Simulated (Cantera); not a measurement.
An isothermal, constant-pressure homogeneous reactor starts with C2H6 : N2 = 1 : 1.9 (molar parts), at 1600 K and 1.50 bar. Integrator tolerance rtol = 1e-08.

Detailed kinetics in Cantera: GRI-Mech 3.0 (53 species, 325 reactions). GRI-Mech 3.0 stops at C3 and has no aromatics, soot or wall deposition, so with more carbon than oxygen in the feed, carbon stays in small species such as C2H2 where larger ones or solid carbon would form.

Q: What does this change do: temperature 1600 to 1173 K?

A: 
```csv
quantity,before,after
x(C2H6) at 30.0 s,2.43e-5 (gas-phase equilibrium 1.80e-5),0.00316 (gas-phase equilibrium 0.00104)
x(C2H4) at 30.0 s,0.0108 (gas-phase equilibrium 0.00782),0.114 (gas-phase equilibrium 0.0625)
x(CH4) at 30.0 s,0.0420 (gas-phase equilibrium 0.0366),0.226 (gas-phase equilibrium 0.291)
x(C2H) at 30.0 s,4.60e-8 (gas-phase equilibrium 3.23e-8),5.28e-12 (gas-phase equilibrium 2.50e-12)
x(H) at 30.0 s,2.67e-5 (gas-phase equilibrium 2.70e-5),7.66e-8 (gas-phase equilibrium 2.22e-8)
x(H2) at 30.0 s,0.356 (gas-phase equilibrium 0.364),0.0902 (gas-phase equilibrium 0.0527)
x(CH3) at 30.0 s,6.39e-5 (gas-phase equilibrium 5.50e-5),3.64e-6 (gas-phase equilibrium 2.32e-6)
```

Q: What does this change do: temperature 1600 to 1573 K?

A: 
| quantity | before | after |
|---|---|---|
| x(C2H6) at 30.0 s | 2.43e-5 (gas-phase equilibrium 1.80e-5) | 3.40e-5 (gas-phase equilibrium 2.56e-5) |
| x(C2H4) at 30.0 s | 0.0108 (gas-phase equilibrium 0.00782) | 0.0130 (gas-phase equilibrium 0.00949) |
| x(CH4) at 30.0 s | 0.0420 (gas-phase equilibrium 0.0366) | 0.0512 (gas-phase equilibrium 0.0450) |
| x(C2H) at 30.0 s | 4.60e-8 (gas-phase equilibrium 3.23e-8) | 2.94e-8 (gas-phase equilibrium 2.07e-8) |
| x(H) at 30.0 s | 2.67e-5 (gas-phase equilibrium 2.70e-5) | 1.96e-5 (gas-phase equilibrium 1.99e-5) |
| x(H2) at 30.0 s | 0.356 (gas-phase equilibrium 0.364) | 0.344 (gas-phase equilibrium 0.353) |
| x(CH3) at 30.0 s | 6.39e-5 (gas-phase equilibrium 5.50e-5) | 5.92e-5 (gas-phase equilibrium 5.13e-5) |
